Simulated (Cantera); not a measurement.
A freely propagating, adiabatic, planar premixed flame of H₂ : O₂ : N₂ = 1 : 0.2 : 0.78 (molar parts), equivalence ratio 2.5, unburnt at 323 K and 100000 Pa; mixture-averaged transport, grid criteria slope 0.08 and curve 0.16, no radiation.

Computed with Cantera and the H2/O2 subset of GRI-Mech 3.0, which has no nitrogen chemistry. Burning velocities carry a grid error of a few per cent, more on coarse grids.

**Question.** How do the results move with these cheaper or finer settings: unity-Lewis-number transport; multicomponent transport; multicomponent+Soret transport; grid criteria slope 0.5, curve 1; grid criteria slope 0.25, curve 0.5; grid criteria slope 0.03, curve 0.06?

**Answer.** 
| setting | laminar burning velocity | thermal thickness | peak x(O) | peak x(HO₂) | grid points |
|---|---|---|---|---|---|
| as above | 290 cm/s | 0.359 mm | 0.00156 | 0.000415 | 126 |
| unity-Lewis-number transport | 172 cm/s | 0.376 mm | 0.000995 | 0.000276 | 111 |
| multicomponent transport | 283 cm/s | 0.364 mm | 0.00151 | 0.000410 | 126 |
| multicomponent+Soret transport | 275 cm/s | 0.350 mm | 0.00155 | 0.000423 | 126 |
| grid criteria slope 0.5, curve 1 | 296 cm/s | 0.447 mm | 0.00135 | 0.000393 | 45 |
| grid criteria slope 0.25, curve 0.5 | 287 cm/s | 0.388 mm | 0.00144 | 0.000400 | 62 |
| grid criteria slope 0.03, curve 0.06 | 289 cm/s | 0.352 mm | 0.00157 | 0.000419 | 297 |
Unity Lewis numbers drop preferential diffusion, which matters most where H2 and H carry the flame; Soret adds thermal diffusion.
